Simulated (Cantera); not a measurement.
An adiabatic, constant-pressure homogeneous reactor starts with CH4 : O2 : N2 : H2O = 1 : 3.39 : 12.7 : 2.5 (molar parts), equivalence ratio 0.59, at 1748 K and 1.01 bar. Integrator tolerance rtol = 1e-08.

Cantera simulation using GRI-Mech 3.0 (53 species, 325 reactions); the numbers are that mechanism's predictions, not measurements.

What does this change do: N2 12.7 to 10 parts?


| quantity | before | after |
|---|---|---|
| time of steepest temperature rise | 0.148 ms | 0.131 ms |
| temperature at 1.00 s | 2525 K | 2585 K |
| equilibrium temperature | 2525 K | 2585 K |
| x(CH4) at 1.00 s | <1e-12 (gas-phase equilibrium <1e-12) | <1e-12 (gas-phase equilibrium <1e-12) |
| x(O2) at 1.00 s | 0.0645 (gas-phase equilibrium 0.0645) | 0.0750 (gas-phase equilibrium 0.0750) |
| x(H2O) at 1.00 s | 0.211 (gas-phase equilibrium 0.211) | 0.241 (gas-phase equilibrium 0.241) |
| x(H2O2) at 1.00 s | 4.02e-7 (gas-phase equilibrium 4.02e-7) | 5.58e-7 (gas-phase equilibrium 5.58e-7) |
| x(C2H4) at 1.00 s | <1e-12 (gas-phase equilibrium <1e-12) | <1e-12 (gas-phase equilibrium <1e-12) |

What does this change do: pressure from 1.01 bar to 5.00 bar?


| quantity | before | after |
|---|---|---|
| time of steepest temperature rise | 0.148 ms | 40.0 µs |
| temperature at 1.00 s | 2525 K | 2585 K |
| equilibrium temperature | 2525 K | 2585 K |
| x(CH4) at 1.00 s | <1e-12 (gas-phase equilibrium <1e-12) | <1e-12 (gas-phase equilibrium <1e-12) |
| x(O2) at 1.00 s | 0.0645 (gas-phase equilibrium 0.0645) | 0.0633 (gas-phase equilibrium 0.0633) |
| x(H2O) at 1.00 s | 0.211 (gas-phase equilibrium 0.211) | 0.217 (gas-phase equilibrium 0.217) |
| x(H2O2) at 1.00 s | 4.02e-7 (gas-phase equilibrium 4.02e-7) | 1.03e-6 (gas-phase equilibrium 1.03e-6) |
| x(C2H4) at 1.00 s | <1e-12 (gas-phase equilibrium <1e-12) | <1e-12 (gas-phase equilibrium <1e-12) |
